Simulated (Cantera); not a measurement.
Cantera run:

```python
import numpy as np
import cantera as ct

gas_names = """
    Fe FeO Fe(OH)2 H HNO HNO2 HNO3 HO2 H2 H2O H2O2 H2S H2SO4 N NH NH2 NH3 NH2OH NO NO2 NO3 N2 N2H2 N2H4
    N2O O OH O2 O3 S SH SN SO SO2 SO3 S2 S2O S8
""".split()
cond_names = """
    Fe(a) Fe(c) Fe(d) Fe(L) FeO(s) FeO(L) Fe(OH)2(s) Fe(OH)3(s) FeS(a) FeS(b) FeS(c) FeS(L) FeSO4(s)
    FeS2(s) Fe2O3(s) Fe2S3O12(s) Fe3O4(s) H2O(s) H2O(L) H2SO4(L) S(cr1) S(cr2) S(L)
""".split()


def load(file, names, dense=False):
    # The tables refer to 1 bar. Condensed volumes are neglected.
    table = {s.name: s for s in ct.Species.list_from_file(file)}
    out = []
    for n in names:
        d = dict(table[n].input_data)
        d["thermo"] = dict(d["thermo"], **{"reference-pressure": 1e5})
        if dense:
            d["equation-of-state"] = {"model": "constant-volume", "density": "1e6 g/cm^3"}
        out.append(ct.Species.from_dict(d))
    return out


gas = ct.Solution(thermo="ideal-gas", species=load("nasa_gas.yaml", gas_names))
cond = {s.name: ct.Solution(thermo="fixed-stoichiometry", species=[s], name=s.name)
        for s in load("nasa_condensed.yaml", cond_names, dense=True)}
atoms = {
    'Fe2O3': {'Fe': 2, 'O': 3},
    'H2S': {'H': 2, 'S': 1},
    'N2': {'N': 2},
}
top_T = {'FeSO4(s)': 950, 'FeS2(s)': 1010, 'Fe2O3(s)': 1830, 'Fe2S3O12(s)': 1100, 'Fe3O4(s)': 1870}  # K; cautious upper limits of use, not melting points


def equilibrate(T, P, feed):
    n = {}
    for name, mol in feed.items():
        for a, k in atoms[name].items():
            n[a] = n.get(a, 0.0) + k * mol
    gas.TPX = T, P, n
    mass = sum(n.values()) * gas.mean_molecular_weight
    gas.equilibrate("TP")
    valid = [c for c in cond.values() if c.min_temp <= T <= top_T.get(c.name, c.max_temp)]
    mix = ct.Mixture([(gas, mass / gas.mean_molecular_weight)] + [(c, 0.0) for c in valid])
    mix.T, mix.P = T, P
    mix.equilibrate("TP", solver="vcs", rtol=1e-11, max_steps=5000)
    return mix


results = []
feed = {'Fe2O3': 1, 'H2S': 1.7, 'N2': 1.1}  # mol
T = 1625  # K
for P in [1000, 2300, 5400, 13000, 29000, 68000, 160000, 370000, 860000, 2000000]:
    mix = equilibrate(T, P, feed)
    results.append((T, P, feed, dict(zip(mix.species_names, mix.species_moles))))
    x = sorted(zip(gas.X, gas.species_names), reverse=True)
    print(f"T = {T:g} K  P = {P:g} Pa  gas = {mix.phase_moles(0):.4g} mol")
    print("   x: " + "  ".join(f"{s} {v:.3e}" for v, s in x if v > 1e-05))
    print("   condensed (mol): " + ("  ".join(f"{mix.phase(i).name} {mix.phase_moles(i):.4g}"
          for i in range(1, mix.n_phases) if mix.phase_moles(i) > 1e-12) or "none"))
```

Result:

```
T = 1625 K  P = 1000 Pa  gas = 3.483 mol
   x: N2 3.158e-01  H2O 3.092e-01  H2 1.650e-01  S2 1.220e-01  SO2 6.218e-02  H2S 1.197e-02  SO 8.461e-03  SH 3.632e-03  S2O 7.940e-04  S 5.428e-04  H 2.866e-04  Fe 4.320e-05  OH 2.262e-05  Fe(OH)2 1.445e-05
   condensed (mol): FeO(s) 1.458  FeS(L) 0.5421
T = 1625 K  P = 2300 Pa  gas = 3.413 mol
   x: H2O 3.478e-01  N2 3.223e-01  H2 1.352e-01  S2 1.000e-01  SO2 6.995e-02  H2S 1.347e-02  SO 6.933e-03  SH 2.976e-03  S2O 8.932e-04  S 3.240e-04  H 1.710e-04  OH 1.853e-05  Fe(OH)2 1.626e-05  Fe 1.368e-05
   condensed (mol): FeO(s) 1.308  FeS(L) 0.6915
T = 1625 K  P = 5400 Pa  gas = 3.354 mol
   x: H2O 3.825e-01  N2 3.280e-01  H2 1.084e-01  S2 8.017e-02  SO2 7.693e-02  H2S 1.481e-02  SO 5.558e-03  SH 2.386e-03  S2O 9.824e-04  S 1.893e-04  H 9.994e-05  Fe(OH)2 1.788e-05  OH 1.486e-05
   condensed (mol): FeO(s) 1.179  FeS(L) 0.8207
T = 1625 K  P = 13000 Pa  gas = 3.304 mol
   x: H2O 4.126e-01  N2 3.330e-01  H2 8.504e-02  SO2 8.299e-02  S2 6.292e-02  H2S 1.597e-02  SO 4.362e-03  SH 1.873e-03  S2O 1.060e-03  S 1.081e-04  H 5.706e-05  Fe(OH)2 1.929e-05  OH 1.166e-05
   condensed (mol): FeO(s) 1.071  FeS(L) 0.9294
T = 1625 K  P = 29000 Pa  gas = 3.267 mol
   x: H2O 4.353e-01  N2 3.367e-01  SO2 8.756e-02  H2 6.745e-02  S2 4.991e-02  H2S 1.685e-02  SO 3.460e-03  SH 1.485e-03  S2O 1.118e-03  S 6.445e-05  H 3.403e-05  Fe(OH)2 2.035e-05
   condensed (mol): FeO(s) 0.9908  FeS(L) 1.009
T = 1625 K  P = 68000 Pa  gas = 3.236 mol
   x: H2O 4.549e-01  N2 3.400e-01  SO2 9.150e-02  H2 5.228e-02  S2 3.868e-02  H2S 1.761e-02  SO 2.682e-03  S2O 1.168e-03  SH 1.151e-03  S 3.706e-05  Fe(OH)2 2.127e-05  H 1.956e-05
   condensed (mol): FeO(s) 0.9234  FeS(L) 1.077
T = 1625 K  P = 160000 Pa  gas = 3.211 mol
   x: H2O 4.705e-01  N2 3.425e-01  SO2 9.463e-02  H2 4.020e-02  S2 2.974e-02  H2S 1.822e-02  SO 2.062e-03  S2O 1.208e-03  SH 8.852e-04  Fe(OH)2 2.199e-05  S 2.118e-05  H 1.118e-05
   condensed (mol): FeO(s) 0.8707  FeS(L) 1.129
T = 1625 K  P = 370000 Pa  gas = 3.193 mol
   x: H2O 4.824e-01  N2 3.445e-01  SO2 9.704e-02  H2 3.091e-02  S2 2.287e-02  H2S 1.868e-02  SO 1.586e-03  S2O 1.239e-03  SH 6.807e-04  Fe(OH)2 2.255e-05  S 1.222e-05
   condensed (mol): FeO(s) 0.8307  FeS(L) 1.169
T = 1625 K  P = 860000 Pa  gas = 3.179 mol
   x: H2O 4.918e-01  N2 3.460e-01  SO2 9.892e-02  H2 2.364e-02  H2S 1.904e-02  S2 1.749e-02  S2O 1.263e-03  SO 1.212e-03  SH 5.205e-04  Fe(OH)2 2.299e-05
   condensed (mol): FeO(s) 0.7997  FeS(L) 1.2
T = 1625 K  P = 2e+06 Pa  gas = 3.168 mol
   x: H2O 4.991e-01  N2 3.472e-01  SO2 1.004e-01  H2S 1.932e-02  H2 1.802e-02  S2 1.333e-02  S2O 1.282e-03  SO 9.241e-04  SH 3.967e-04  Fe(OH)2 2.333e-05
   condensed (mol): FeO(s) 0.7759  FeS(L) 1.224
```

Equilibrium computed with Cantera from the NASA thermochemical tables; the gas is ideal and each condensed phase is pure. Metal and sulfide melt together well below either melting point, which pure phases cannot show. Mutual solubility and eutectic melting of coexisting phases are not modelled. The tables' stoichiometric FeO is somewhat more stable than real wüstite, so its field is too wide. FeO, FeS: taken at fixed stoichiometry.
